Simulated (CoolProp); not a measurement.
Octamethyltrisiloxane (MDM) along the isotherm 575 K: fugacity coefficient from the reference equation and from simpler models built on Tc = 565.4 K, pc = 1.438 MPa, ω = 0.528; each cubic takes its own stable root.

Model: reference Helmholtz-energy equation of state, Thol 2017, in CoolProp.

```json
[
 {"p (MPa)": "0.0455", "phase": "gas", "reference": "0.9901"},
 {"p (MPa)": "0.0934", "phase": "gas", "reference": "0.9798"},
 {"p (MPa)": "0.192", "phase": "gas", "reference": "0.9585"},
 {"p (MPa)": "0.394", "phase": "gas", "reference": "0.9152"},
 {"p (MPa)": "0.808", "phase": "gas", "reference": "0.8268"},
 {"p (MPa)": "1.66", "phase": "supercritical", "reference": "0.6333"},
 {"p (MPa)": "3.41", "phase": "supercritical", "reference": "0.3790"},
 {"p (MPa)": "7", "phase": "supercritical", "reference": "0.2623"},
 {"p (MPa)": "14.4", "phase": "supercritical", "reference": "0.2439"}
]
```

Problem. How far does each simpler model (Soave-Redlich-Kwong, Peng-Robinson) lie from the reference over these 9 states: mean and median of the absolute difference, and the worst?

Solution. 
- Soave-Redlich-Kwong: mean 3.0 %, median 0.1 %, worst +12.2 % at 575 K and 14.4 MPa
- Peng-Robinson: mean 1.7 %, median 1.2 %, worst -5.1 % at 575 K and 14.4 MPa
